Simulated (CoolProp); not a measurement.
A simple Rankine cycle with R141b: condensing at 320.15 K, boiler at 2.01 MPa, turbine inlet 469.5 K, turbine efficiency 0.85, pump efficiency 0.8, no recuperator. Each further row changes one setting.

Model: reference Helmholtz-energy equation of state, Lemmon 2006, in CoolProp. It is a short technical equation, of lower accuracy than the large ones.

```tsv
case	thermal efficiency (%)	net work (kJ/kg)	heat in (kJ/kg)	turbine exit temperature (K)	volume ratio over the turbine
as stated	16.9	55.4	327	385.8	12.0
turbine inlet 489.5 K	16.9	59.2	350	406.4	11.7
condensing temperature 312.15 K	18.1	61.0	337	378.8	15.3
boiler pressure 1.41 MPa	15.0	50.4	336	400.8	8.10
turbine efficiency 0.75	14.9	48.7	327	393.3	12.3
```
